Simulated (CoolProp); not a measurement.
Vapour-liquid equilibrium of R152A (1) + R227EA (2) at 21.6 kPa; x and y are mole fractions of (1).

Values from CoolProp's multi-fluid Helmholtz-energy mixture model, Outcalt 1996 and Lemmon 2016; pair parameters Bell 2016.

Give the bubble temperature and the first vapour's composition at x = 0.15, 0.85, 0.95. Is there an azeotrope?

x = 0.15: -47.9 °C, y = 0.203; x = 0.85: -53.5 °C, y = 0.891; x = 0.95: -53.9 °C, y = 0.961. No azeotrope shows between x = 0.05 and 0.95.

The pair parameters rest on a limited set of measurements; away from them the model extrapolates. The gap from Raoult's law changes sign with composition, which may be real or a fault of the pair parameters; it wasn't checked against measurements.
